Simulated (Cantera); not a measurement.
**Adiabatic ignition**

An adiabatic, constant-pressure homogeneous reactor starts with 4.65 % C3H8, 19.4 % O2, 73.0 % N2, 2.93 % H2, equivalence ratio 1.3, at 1625 K and 5.00 bar.

Model: GRI-Mech 3.0 (53 species, 325 reactions), integrated in Cantera. GRI-Mech 3.0 was tuned for natural gas; its chemistry of propane as a main component is partial and can be far from experiment.

| t (s) | T (K) | x C3H8 | x O2 | x NO | x O | x CH4 | x C2H2 | x C2H |
|---|---|---|---|---|---|---|---|---|
| 2.00e-6 | 1610 | 0.0402 | 0.191 | 4.28e-11 | 8.39e-6 | 0.000917 | 9.07e-6 | 1.71e-10 |
| 6.02e-6 | 1643 | 0.0203 | 0.175 | 9.00e-10 | 3.43e-5 | 0.00526 | 0.000287 | 1.91e-8 |
| 1.81e-5 | 2834 | <1e-12 | 0.00939 | 0.000350 | 0.00649 | <1e-12 | <1e-12 | <1e-12 |
| 5.45e-5 | 2972 | <1e-12 | 0.00598 | 0.00164 | 0.00364 | <1e-12 | <1e-12 | <1e-12 |
| 0.000164 | 2968 | <1e-12 | 0.00540 | 0.00427 | 0.00334 | <1e-12 | <1e-12 | <1e-12 |
| 0.000494 | 2962 | <1e-12 | 0.00503 | 0.00627 | 0.00316 | <1e-12 | <1e-12 | <1e-12 |
| 0.00149 | 2961 | <1e-12 | 0.00500 | 0.00642 | 0.00315 | <1e-12 | <1e-12 | <1e-12 |
| 0.00447 | 2961 | <1e-12 | 0.00500 | 0.00642 | 0.00315 | <1e-12 | <1e-12 | <1e-12 |
| 0.0135 | 2961 | <1e-12 | 0.00500 | 0.00642 | 0.00315 | <1e-12 | <1e-12 | <1e-12 |
| 0.0405 | 2961 | <1e-12 | 0.00500 | 0.00642 | 0.00315 | <1e-12 | <1e-12 | <1e-12 |
| 0.122 | 2961 | <1e-12 | 0.00500 | 0.00642 | 0.00315 | <1e-12 | <1e-12 | <1e-12 |
| 0.367 | 2961 | <1e-12 | 0.00500 | 0.00642 | 0.00315 | <1e-12 | <1e-12 | <1e-12 |
| 1.10 | 2961 | <1e-12 | 0.00500 | 0.00642 | 0.00315 | <1e-12 | <1e-12 | <1e-12 |
| 3.32 | 2961 | <1e-12 | 0.00500 | 0.00642 | 0.00315 | <1e-12 | <1e-12 | <1e-12 |
| 10.0 | 2961 | <1e-12 | 0.00500 | 0.00642 | 0.00315 | <1e-12 | <1e-12 | <1e-12 |
x: mole fraction; the columns are a selection and need not sum to one.

- time of steepest temperature rise: 9.86 µs
- temperature at 10.0 s: 2961 K
- equilibrium temperature: 2961 K
- x(C3H8) at 10.0 s: <1e-12 (gas-phase equilibrium <1e-12)
- x(O2) at 10.0 s: 0.00500 (gas-phase equilibrium 0.00500)
- x(NO) at 10.0 s: 0.00642 (gas-phase equilibrium 0.00642)
